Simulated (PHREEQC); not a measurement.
## Alkaline etch or developer: speciation

Dissolve 0.011 mol/kgw NaOH, 0.0025 mol/kgw H3BO3 and 6.4e-05 mol/kgw (CH3)4NCl at 25 °C. Closed to the air; pH follows from the charge balance.

The numbers come from PHREEQC with the ion-association model, phreeqc.dat.

Each row changes one thing in this solution. Precipitation was switched off in this run.

```
case                                           pH  ionic strength (mol/kgw)  H3BO3 (mol/kgw)  SI of Halite (NaCl)
------------------------------------------  -----  ------------------------  ---------------  -------------------
as made                                     11.88                    0.0111          5.16e-6                -7.82
(CH3)4NCl from 6.4e-05 to 1.28e-05 mol/kgw  11.88                    0.0110          5.16e-6                    ?
0.00023 mol/kgw Ca(OH)2 added               11.90                    0.0117          4.90e-6                -7.82
diluted 5-fold with water                       ?                   0.00221          5.10e-6                -9.17
H3BO3 from 0.0025 to 0.0005 mol/kgw         11.97                    0.0111          8.36e-7                -7.82
diluted 2-fold with water                       ?                   0.00553          5.14e-6                -8.39
NaOH from 0.011 to 0.0165 mol/kgw           12.08                    0.0166          3.13e-6                -7.66
diluted 10-fold with water                      ?                   0.00111          5.04e-6                -9.75
```

Task: Complete the blanks.

Result: 
- (CH3)4NCl from 6.4e-05 to 1.28e-05 mol/kgw, SI of Halite (NaCl): -8.51
- diluted 5-fold with water, pH: 11.20
- diluted 2-fold with water, pH: 11.59
- diluted 10-fold with water, pH: 10.91

(CH3)4N+ isn't in the database: it is added as a free cation with an ion size of 4 Å.
